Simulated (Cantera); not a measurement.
Cantera run:

```python
import numpy as np
import cantera as ct

gas_names = """
    CL CL2 H HCL H2 Si SiCL SiCL2 SiCL3 SiCL4 SiH SiHCL3 SiH2 SiH2CL2 SiH3 SiH3CL SiH4 Si2 Si3
""".split()
cond_names = """
    Si(cr) Si(L)
""".split()


def load(file, names, dense=False):
    # The tables refer to 1 bar. Condensed volumes are neglected.
    table = {s.name: s for s in ct.Species.list_from_file(file)}
    out = []
    for n in names:
        d = dict(table[n].input_data)
        d["thermo"] = dict(d["thermo"], **{"reference-pressure": 1e5})
        if dense:
            d["equation-of-state"] = {"model": "constant-volume", "density": "1e6 g/cm^3"}
        out.append(ct.Species.from_dict(d))
    return out


gas = ct.Solution(thermo="ideal-gas", species=load("nasa_gas.yaml", gas_names))
cond = {s.name: ct.Solution(thermo="fixed-stoichiometry", species=[s], name=s.name)
        for s in load("nasa_condensed.yaml", cond_names, dense=True)}
atoms = {
    'SiCl4': {'Si': 1, 'CL': 4},
    'Cl2': {'CL': 2},
    'H2': {'H': 2},
}
top_T = {}  # K; cautious upper limits of use, not melting points


def equilibrate(T, P, feed):
    n = {}
    for name, mol in feed.items():
        for a, k in atoms[name].items():
            n[a] = n.get(a, 0.0) + k * mol
    gas.TPX = T, P, n
    mass = sum(n.values()) * gas.mean_molecular_weight
    gas.equilibrate("TP")
    valid = [c for c in cond.values() if c.min_temp <= T <= top_T.get(c.name, c.max_temp)]
    mix = ct.Mixture([(gas, mass / gas.mean_molecular_weight)] + [(c, 0.0) for c in valid])
    mix.T, mix.P = T, P
    mix.equilibrate("TP", solver="vcs", rtol=1e-11, max_steps=5000)
    return mix


results = []
feed = {'SiCl4': 1, 'Cl2': 1, 'H2': 2.1}  # mol
T = 1298  # K
P = 101325  # Pa
mix = equilibrate(T, P, feed)
results.append((T, P, feed, dict(zip(mix.species_names, mix.species_moles))))
print(gas.report(threshold=0.001))
for i in range(1, mix.n_phases):
    print(f"{mix.phase(i).name:16s} {mix.phase_moles(i):12.5e} mol")
```

Output:

```
       temperature   1298 K
          pressure   1.0132e+05 Pa
           density   0.55991 kg/m^3
  mean mol. weight   59.636 kg/kmol
   phase of matter   gas

                          1 kg             1 kmol
                     ---------------   ---------------
          enthalpy       -2.6346e+06       -1.5711e+08  J
   internal energy       -2.8155e+06       -1.6791e+08  J
           entropy            4789.6        2.8563e+05  J/K
    Gibbs function       -8.8514e+06       -5.2786e+08  J
 heat capacity c_p            847.15             50521  J/K
 heat capacity c_v            707.73             42206  J/K

                      mass frac. Y      mole frac. X     chem. pot. / RT
                     ---------------   ---------------   ---------------
               HCL           0.30355           0.49653            -34.22
                H2         0.0087919           0.26008           -19.525
             SiCL3         0.0079754         0.0035379           -86.582
             SiCL4           0.66656           0.23399           -111.04
            SiHCL3          0.012563         0.0055315           -96.345
     [  +14 minor]        0.00056248        0.00033961

Si(cr)            0.00000e+00 mol
```

Method: chemical equilibrium by Gibbs-energy minimisation in Cantera with the NASA 1993 tables (ideal gas, pure condensed phases). The tables' values for SiCl3 are old estimates; treat these amounts as uncertain.
